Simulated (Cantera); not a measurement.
An isothermal plug-flow reactor at 625 K and 1.90 bar (inlet), inlet velocity 0.19 m/s, active area per volume 2000 1/m; feed 0.357 % H₂, 16.8 % O₂, 82.9 % N₂, equivalence ratio 0.011.

Detailed kinetics in Cantera: Deutschmann's 1995 Pt surface mechanism with GRI-Mech 3.0 gas chemistry. Catalytic surfaces can have several steady states; this one follows from the mechanism file's or the stated starting coverage. Mass transfer to the wall is taken as infinitely fast.

x: gas mole fraction; θ: surface coverage.

| z (m) | x H₂ | x O₂ | x H₂O | θ free Pt | θ O* | θ OH* |
|---|---|---|---|---|---|---|
| 0.00025 | 0.000924 | 0.167 | 0.00265 | ? | 0.988 | 0.00251 |
| 0.00042 | 0.000612 | 0.167 | 0.00296 | ? | 0.992 | 0.00213 |
| 0.00071 | 0.000386 | 0.166 | 0.00319 | ? | 0.994 | 0.00175 |
| 0.0012 | 0.000233 | 0.166 | 0.00334 | ? | 0.996 | 0.00143 |
| 0.002 | 0.000135 | 0.166 | 0.00344 | ? | 0.997 | 0.00119 |
| 0.0033 | 7.26e-5 | 0.166 | 0.00350 | ? | 0.998 | 0.00102 |
| 0.0055 | 3.23e-5 | 0.166 | 0.00354 | ? | 0.998 | 0.000920 |
| 0.0092 | 1.03e-5 | 0.166 | 0.00356 | 0.000926 | 0.998 | 0.000866 |
| 0.015 | 1.96e-6 | 0.166 | 0.00357 | 0.000883 | 0.998 | 0.000846 |
| 0.025 | 1.20e-7 | 0.166 | 0.00357 | 0.000874 | 0.998 | 0.000841 |

Question: Some entries are withheld; supply them.

Answer: 
- 0.00025, θ free Pt: 0.00939
- 0.00042, θ free Pt: 0.00629
- 0.00071, θ free Pt: 0.00407
- 0.0012, θ free Pt: 0.00263
- 0.002, θ free Pt: 0.00179
- 0.0033, θ free Pt: 0.00131
- 0.0055, θ free Pt: 0.00105
